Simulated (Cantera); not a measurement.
Input: 1 mol BCl₃, 1.1 mol H₂, at 1123 K and 4700 Pa.

Method: chemical equilibrium by Gibbs-energy minimisation in Cantera with the NASA 1993 tables (ideal gas, pure condensed phases). Candidate condensed phases: B; 13 gas species. The tables' values for BCl₂ are old estimates; treat these amounts as uncertain. Gases not in the tables: BHCl₂. Kinetics and transport are ignored.

Base state: H₂ 0.418, BCl₃ 0.402, HCl 0.180, BCl₂ 2.43e-5 (mole fractions); condensed: B(s).

**Question.** What changes in the equilibrium state with this change: BCl₃ replaced by B?

**Answer.** 
```json
[
 {"species": "H₂", "before": "0.418", "after": "1.00"},
 {"species": "BCl₃", "before": "0.402", "after": "0"},
 {"species": "HCl", "before": "0.180", "after": "0"},
 {"species": "BCl₂", "before": "2.43e-5", "after": "0"},
 {"species": "B(s), mol", "before": "0.130", "after": "1.00"}
]
```
